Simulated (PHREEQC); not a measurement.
1 kg of water holding 0.037 mol/kgw NaCl, 0.51 mol/kgw Na2CO3, 0.0034 mol/kgw Na2SO4 and 0.024 mol/kgw NaOH is evaporated at 5 °C; the solids stay in contact with the brine. The system is closed to CO2. Solids allowed: Burkeite, Halite, Mirabilite, Nahcolite, Natron, Thenardite, Trona. Others were left out.

Computed with PHREEQC (Pitzer model, pitzer.dat).

```tsv
water left (kg)	ionic strength	water activity	C in solution (mol/kgw)
1	1.60	0.979	0.510
0.8219	1.95	0.975	0.621
0.6755	2.37	0.970	0.755
0.5552	2.88	0.965	0.919
0.4563	3.51	0.958	1.12
0.375	4.27	0.950	1.36
0.3082	5.19	0.940	1.65
0.2534	6.32	0.927	2.01
0.2082	7.69	0.911	2.45
0.1711	9.36	0.889	2.98
0.1407	11.4	0.859	3.63
0.1156	13.8	0.817	4.41
0.09503	16.8	0.757	5.37
```

Complexes and solids missing from the database can't appear. Constants without temperature data keep their 25 °C values here.
